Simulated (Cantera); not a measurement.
Charge: 1 mol Al(CH3)3, 32 mol H2O, 170 mol H2, 0.5 mol NH3, equilibrated at 0.00270 bar.

Method: chemical equilibrium by Gibbs-energy minimisation in Cantera with the NASA 1993 tables (ideal gas, pure condensed phases). Candidate condensed phases: Al, AlN, Al2O3, C, C6H6, C7H8, C8H18, H2O; 148 gas species. The feed counts by its element totals alone. Equilibrium is a limit: real reactors are often held back by kinetics, nucleation or transport.

At 1950 K, list the 5 most abundant gas species with their mole fractions, and the condensed phases.

H2 0.836, H2O 0.129, H 0.0202, CO 0.0136, N2 0.00118. Condensed: Al2O3(s).
